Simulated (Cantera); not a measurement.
A closed system holds: 1 mol Si, 0.014 mol HCl, equilibrated at 650 °C and 100000 Pa.

Equilibrium computed with Cantera from the NASA thermochemical tables; the gas is ideal and each condensed phase is pure. Candidate condensed phases: Si; 19 gas species. The tables' values for SiCl₃ are old estimates; treat these amounts as uncertain. The numbers say what is thermodynamically allowed, not how fast it happens.

Base state: H₂ 0.627, SiCl₄ 0.264, SiHCl₃ 0.0982, HCl 0.00601, SiH₂Cl₂ 0.00358, SiCl₃ 0.000737, SiCl₂ 8.28e-5, SiH₃Cl 3.21e-5 (mole fractions); condensed: Si(s).

Task: What changes in the equilibrium state with this change: temperature from 650 °C to 927 °C?

Result: 
```tsv
species	before	after
H₂	0.627	0.599
SiCl₄	0.264	0.242
SiHCl₃	0.0982	0.0827
HCl	0.00601	0.0477
SiCl₃	0.000737	0.0157
SiCl₂	8.28e-5	0.00897
SiH₃Cl	3.21e-5	4.52e-5
SiH₂Cl₂	0.00358	0.00370
Si(s), mol	0.996	0.996
```
